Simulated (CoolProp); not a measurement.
R134a at several states: fugacity coefficient from the reference equation and from simpler models built on Tc = 374.2 K, pc = 4059 kPa, ω = 0.327; each cubic takes its own stable root.

Values from CoolProp's reference Helmholtz-energy equation of state, Tillner-Roth 1994.

```tsv
T (K)	p (kPa)	phase	reference
300.7	24200	liquid	0.05494
235.5	4260	liquid	0.01540
199	4260	liquid	0.001623
237.9	1160	liquid	0.05683
438.5	1040	gas	0.9502
203.6	24.7	liquid	0.3316
```

Question: How far does each simpler model (van der Waals, Soave-Redlich-Kwong) lie from the reference over these 6 states: mean and median of the absolute difference, and the worst?

Answer: 
- van der Waals: mean 787.9 %, median 406.2 %, worst +3006.6 % at 199 K and 4260 kPa
- Soave-Redlich-Kwong: mean 3.2 %, median 1.2 %, worst +14.3 % at 300.7 K and 24200 kPa

At some of these states van der Waals gives the other phase, because its saturation line lies elsewhere.
